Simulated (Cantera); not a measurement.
Input: 1 mol AlN, 0.029 mol N2, equilibrated at 1475 K and 1.00 bar.

Method: chemical equilibrium by Gibbs-energy minimisation in Cantera with the NASA 1993 tables (ideal gas, pure condensed phases). Candidate condensed phases: Al, AlN; 5 gas species. Kinetics and transport are ignored.

Base state: N2 1.00 (mole fractions); condensed: AlN(s).

Task: What changes in the equilibrium state with this change: AlN replaced by SiO2?

Result: 
```json
[
 {"species": "N2", "before": "1.00", "after": "1.00"},
 {"species": "AlN(s), mol", "before": "1.00", "after": "0"},
 {"species": "SiO2(β-quartz), mol", "before": "0", "after": "1.00"}
]
```
The tables hold silica as quartz up to 1696 K and as liquid above; real silica turns to tridymite and cristobalite and melts near 1996 K. Further candidate phases: Si, SiO2, Si2N2O, Si3N4.
